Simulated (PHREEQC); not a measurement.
Dissolve 0.023 mol HF and 0.000737 mol NaF per kg of water at 25 °C. Closed to the air; pH follows from the charge balance.

Equilibrium calculation in PHREEQC: ion-association model, phreeqc.dat.

Precipitation was switched off in this run.

Q: Estimate the pH, ionic strength.

A: pH 2.47; ionic strength 0.00434 mol/kgw.

Q: In which forms is F present?

A: HF 80 %, F- 17 %, HF2- 2.5 % of the F.

Species that the database lacks are ignored.
